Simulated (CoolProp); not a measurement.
Octamethyltrisiloxane (MDM) along the isobar 6.5 bar: density (kg/m³) from the reference equation and from simpler models built on Tc = 292.2 °C, pc = 14.38 bar, ω = 0.528; each cubic takes its own stable root.

Computed with CoolProp (reference Helmholtz-energy equation of state, Thol 2017).

```json
[
 {"T (°C)": "66.55", "phase": "liquid", "reference": "774.0", "van der Waals": "449.7", "Soave-Redlich-Kwong": "701.5"},
 {"T (°C)": "84.65", "phase": "liquid", "reference": "755.0", "van der Waals": "…", "Soave-Redlich-Kwong": "687.0"},
 {"T (°C)": "102.75", "phase": "liquid", "reference": "735.4", "van der Waals": "429.7", "Soave-Redlich-Kwong": "671.2"},
 {"T (°C)": "120.85", "phase": "liquid", "reference": "715.2", "van der Waals": "418.6", "Soave-Redlich-Kwong": "653.9"},
 {"T (°C)": "138.95", "phase": "liquid", "reference": "694.1", "van der Waals": "406.7", "Soave-Redlich-Kwong": "634.8"},
 {"T (°C)": "157.05", "phase": "liquid", "reference": "672.0", "van der Waals": "393.5", "Soave-Redlich-Kwong": "…"},
 {"T (°C)": "175.15", "phase": "liquid", "reference": "648.4", "van der Waals": "…", "Soave-Redlich-Kwong": "589.9"},
 {"T (°C)": "193.25", "phase": "liquid", "reference": "622.9", "van der Waals": "361.7", "Soave-Redlich-Kwong": "562.8"},
 {"T (°C)": "211.35", "phase": "liquid", "reference": "594.5", "van der Waals": "…", "Soave-Redlich-Kwong": "531.3"},
 {"T (°C)": "229.45", "phase": "liquid", "reference": "561.8", "van der Waals": "47.23", "Soave-Redlich-Kwong": "493.3"},
 {"T (°C)": "247.55", "phase": "gas", "reference": "48.77", "van der Waals": "44.25", "Soave-Redlich-Kwong": "48.05"},
 {"T (°C)": "265.65", "phase": "gas", "reference": "44.22", "van der Waals": "…", "Soave-Redlich-Kwong": "…"},
 {"T (°C)": "283.75", "phase": "gas", "reference": "40.92", "van der Waals": "39.57", "Soave-Redlich-Kwong": "…"},
 {"T (°C)": "301.85", "phase": "gas", "reference": "38.33", "van der Waals": "37.67", "Soave-Redlich-Kwong": "38.29"}
]
```

**Question.** Fill in the missing entries.

**Answer.** 
- 84.65, van der Waals: 440.0
- 157.05, Soave-Redlich-Kwong: 613.6
- 175.15, van der Waals: 378.8
- 211.35, van der Waals: 50.88
- 265.65, van der Waals: 41.73
- 265.65, Soave-Redlich-Kwong: 43.95
- 283.75, Soave-Redlich-Kwong: 40.82

At some of these states van der Waals gives the other phase, because its saturation line lies elsewhere.
